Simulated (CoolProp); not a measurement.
Vapour pressure (kPa) of R365MFC: the reference equation beside estimates from Tc = 186.9 °C, pc = 3266 kPa, ω = 0.377.

Model: reference Helmholtz-energy equation of state, Lemmon 2016, in CoolProp.

```tsv
T (°C)	reference	Soave-Redlich-Kwong	Peng-Robinson
-5.75	13.74	13.25	13.80
-2.75	16.05	15.52	16.10
0.25	18.68	18.10	18.72
3.15	…	…	21.58
6.15	24.88	24.21	24.90
9.05	28.49	27.78	28.50
12.05	32.66	31.92	32.66
14.95	37.16	36.39	37.15
17.95	42.32	41.53	42.30
20.95	48.05	47.24	48.01
23.85	54.17	53.36	54.11
26.85	61.14	60.34	61.06
29.75	68.55	67.76	…
32.75	…	76.20	76.83
```

Problem. What belongs in the gaps?

Solution. 
- 3.15, reference: 21.54
- 3.15, Soave-Redlich-Kwong: 20.92
- 29.75, Peng-Robinson: 68.45
- 32.75, reference: 76.94

Absolute difference from the reference over all 14 rows, mean and median: Soave-Redlich-Kwong 2.2 and 2.2 %, Peng-Robinson 0.1 and 0.1 %.
